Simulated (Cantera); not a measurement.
Charge: 1 mol AlCl₃, 0.63 mol HCl, 2.7 mol H₂, at 1100 K and 1.00 bar.

Method: chemical equilibrium by Gibbs-energy minimisation in Cantera with the NASA 1993 tables (ideal gas, pure condensed phases). Candidate condensed phases: Al, AlCl₃; 12 gas species. Rates play no part.

Base state: H₂ 0.624, AlCl₃ 0.228, HCl 0.146, Al₂Cl₆ 0.00149 (mole fractions); condensed: gas only.

### Question
What changes in the equilibrium state with this change: pressure from 1.00 bar to 11.0 Pa?

### Answer
```json
[
 {"species": "H₂", "before": "0.624", "after": "0.623"},
 {"species": "AlCl₃", "before": "0.228", "after": "0.230"},
 {"species": "HCl", "before": "0.146", "after": "0.146"},
 {"species": "Al₂Cl₆", "before": "0.00149", "after": "1.66e-7"},
 {"species": "AlCl", "before": "1.30e-8", "after": "0.000118"},
 {"species": "AlCl₂", "before": "6.91e-6", "after": "0.000660"}
]
```
The tables' values for AlCl₂ are old estimates; treat these amounts as uncertain.
